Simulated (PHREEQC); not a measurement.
Leach liquor: an equilibrium model

Consider water at 15 °C with 0.0013 mol/kgw H2SO4, 0.0006 mol/kgw Al2(SO4)3 and 0.044 mol/kgw MnSO4. Closed to the air; pH follows from the charge balance.

The numbers come from PHREEQC with the ion-association model, phreeqc.dat.

Precipitation was switched off in this run.

Question: What pH does the model give?

Answer: pH 2.94.

Question: In which forms is S present?

Answer: SO4-2 61 %, MnSO4 34 %, HSO4- 2.6 %, AlSO4+ 1.7 %, Al(SO4)2- 1.1 % of the S.

Complexes and solids missing from the database can't appear.
